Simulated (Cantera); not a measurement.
Feed: 1 mol BN, 0.32 mol O₂, 2.1 mol H₂, held at 1673.15 K and 7.50 Torr.

Equilibrium computed with Cantera from the NASA thermochemical tables; the gas is ideal and each condensed phase is pure. Candidate condensed phases: B, BN, B₂O₃, B₃O₃H₃, H₂O; 39 gas species. The numbers say what is thermodynamically allowed, not how fast it happens.

Base state: H₂ 0.784, N₂ 0.0909, B₂O₃ 0.0460, HBO 0.0438, HBO₂ 0.0208, B₂O₂ 0.0120, BO 0.00117, H 0.00101 (mole fractions); condensed: BN(s).

Question: What changes in the equilibrium state with this change: H₂ from 2.1 to 68 mol?

Answer: 
```
species       before     after
----------  --------  --------
H₂             0.784     0.986
HBO           0.0438   0.00804
N₂            0.0909   0.00456
B₂O₃          0.0460   4.53e-5
HBO₂          0.0208  0.000140
B₂O₂          0.0120  0.000322
H₂O         0.000531   2.45e-5
BO           0.00117  0.000191
BN(s), mol     0.533     0.374
```

Question: What changes in the equilibrium state with this change: O₂ from 0.32 to 0.1 mol?

Answer: 
```json
[
 {"species": "H₂", "before": "0.784", "after": "0.907"},
 {"species": "N₂", "before": "0.0909", "after": "0.0358"},
 {"species": "HBO", "before": "0.0438", "after": "0.0328"},
 {"species": "B₂O₃", "before": "0.0460", "after": "0.00974"},
 {"species": "HBO₂", "before": "0.0208", "after": "0.00680"},
 {"species": "B₂O₂", "before": "0.0120", "after": "0.00582"},
 {"species": "H₂O", "before": "0.000531", "after": "0.000269"},
 {"species": "BO", "before": "0.00117", "after": "0.000812"},
 {"species": "BN(s), mol", "before": "0.533", "after": "0.838"}
]
```
